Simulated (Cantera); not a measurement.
Cantera run:

```python
import numpy as np
import cantera as ct

gas_names = """
    Fe FeO Fe(OH)2 H HO2 H2 H2O H2O2 O OH O2 O3
""".split()
cond_names = """
    Fe(a) Fe(c) Fe(d) Fe(L) FeO(s) FeO(L) Fe(OH)2(s) Fe(OH)3(s) Fe2O3(s) Fe3O4(s) H2O(s) H2O(L)
""".split()


# ... load() reads the species with a 1 bar reference pressure and builds the phases ...
atoms = {
    'Fe': {'Fe': 1},
    'O2': {'O': 2},
    'H2': {'H': 2},
}
top_T = {'Fe2O3(s)': 1830, 'Fe3O4(s)': 1870}  # K; cautious upper limits of use, not melting points


# ... equilibrate(T, P, feed) seeds the gas with the atoms and calls Mixture.equilibrate('TP', solver="vcs", rtol=1e-11, max_steps=5000) ...
results = []
T = 1498.15  # K
P = 900000  # Pa
for m in [1.1, 3, 4.9, 6.8, 8.8, 11, 13, 15, 16, 18, 20, 22, 24]:
    feed = {'Fe': 1, 'O2': 1.4, 'H2': m}  # mol
    mix = equilibrate(T, P, feed)
    results.append((T, P, feed, dict(zip(mix.species_names, mix.species_moles))))
    x = sorted(zip(gas.X, gas.species_names), reverse=True)
    print(f"T = {T:g} K  P = {P:g} Pa  n(H2) = {m:g} mol  gas = {mix.phase_moles(0):.4g} mol")
    print("   x: " + "  ".join(f"{s} {v:.3e}" for v, s in x if v > 1e-05))
    print("   condensed (mol): " + ("  ".join(f"{mix.phase(i).name} {mix.phase_moles(i):.4g}"
          for i in range(1, mix.n_phases) if mix.phase_moles(i) > 1e-12) or "none"))
```

Output:

```
T = 1498.15 K  P = 900000 Pa  n(H2) = 1.1 mol  gas = 1.2 mol
   x: H2O 9.166e-01  O2 8.330e-02  OH 1.068e-04
   condensed (mol): Fe2O3(s) 0.5
T = 1498.15 K  P = 900000 Pa  n(H2) = 3 mol  gas = 3 mol
   x: H2O 6.000e-01  H2 4.000e-01
   condensed (mol): FeO(s) 1
T = 1498.15 K  P = 900000 Pa  n(H2) = 4.9 mol  gas = 4.9 mol
   x: H2 6.326e-01  H2O 3.673e-01
   condensed (mol): FeO(s) 1
T = 1498.15 K  P = 900000 Pa  n(H2) = 6.8 mol  gas = 6.8 mol
   x: H2 7.053e-01  H2O 2.947e-01
   condensed (mol): Fe(c) 0.2038  FeO(s) 0.7962
T = 1498.15 K  P = 900000 Pa  n(H2) = 8.8 mol  gas = 8.8 mol
   x: H2 7.053e-01  H2O 2.947e-01
   condensed (mol): Fe(c) 0.7932  FeO(s) 0.2068
T = 1498.15 K  P = 900000 Pa  n(H2) = 11 mol  gas = 11 mol
   x: H2 7.455e-01  H2O 2.545e-01
   condensed (mol): Fe(c) 1
T = 1498.15 K  P = 900000 Pa  n(H2) = 13 mol  gas = 13 mol
   x: H2 7.846e-01  H2O 2.154e-01
   condensed (mol): Fe(c) 1
T = 1498.15 K  P = 900000 Pa  n(H2) = 15 mol  gas = 15 mol
   x: H2 8.133e-01  H2O 1.867e-01
   condensed (mol): Fe(c) 1
T = 1498.15 K  P = 900000 Pa  n(H2) = 16 mol  gas = 16 mol
   x: H2 8.250e-01  H2O 1.750e-01
   condensed (mol): Fe(c) 1
T = 1498.15 K  P = 900000 Pa  n(H2) = 18 mol  gas = 18 mol
   x: H2 8.444e-01  H2O 1.556e-01
   condensed (mol): Fe(c) 1
T = 1498.15 K  P = 900000 Pa  n(H2) = 20 mol  gas = 20 mol
   x: H2 8.600e-01  H2O 1.400e-01
   condensed (mol): Fe(c) 1
T = 1498.15 K  P = 900000 Pa  n(H2) = 22 mol  gas = 22 mol
   x: H2 8.727e-01  H2O 1.273e-01
   condensed (mol): Fe(c) 1
T = 1498.15 K  P = 900000 Pa  n(H2) = 24 mol  gas = 24 mol
   x: H2 8.833e-01  H2O 1.167e-01
   condensed (mol): Fe(c) 1
```

Cantera equilibrium calculation (NASA polynomials, part measured and part estimated; ideal gas, pure solids and liquids). Mutual solubility and eutectic melting of coexisting phases are not modelled. The tables' stoichiometric FeO is somewhat more stable than real wüstite, so its field is too wide. FeO: taken at fixed stoichiometry.
